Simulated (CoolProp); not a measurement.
Vinyl chloride along the isobar 2.28 MPa: fugacity coefficient from the reference equation and from simpler models built on Tc = 425.0 K, pc = 5.600 MPa, ω = 0.160; each cubic takes its own stable root.

Values from CoolProp's reference Helmholtz-energy equation of state, Thol 2022.

| T (K) | phase | reference |
|---|---|---|
| 314.5 | liquid | 0.2602 |
| 327.4 | liquid | 0.3504 |
| 340.2 | liquid | 0.4569 |
| 353 | liquid | 0.5802 |
| 365.8 | liquid | 0.7193 |
| 378.7 | gas | 0.8085 |
| 391.5 | gas | 0.8287 |
| 404.3 | gas | 0.8460 |
| 417.2 | gas | 0.8611 |
| 430 | gas | 0.8743 |

How far does each simpler model (van der Waals, Redlich-Kwong, Peng-Robinson) lie from the reference over these 10 states: mean and median of the absolute difference, and the worst?


- van der Waals: mean 34.0 %, median 9.5 %, worst +117.3 % at 314.5 K and 2.28 MPa
- Redlich-Kwong: mean 7.8 %, median 5.1 %, worst +21.2 % at 314.5 K and 2.28 MPa
- Peng-Robinson: mean 1.5 %, median 1.6 %, worst -2.2 % at 404.3 K and 2.28 MPa

At some of these states van der Waals gives the other phase, because its saturation line lies elsewhere.
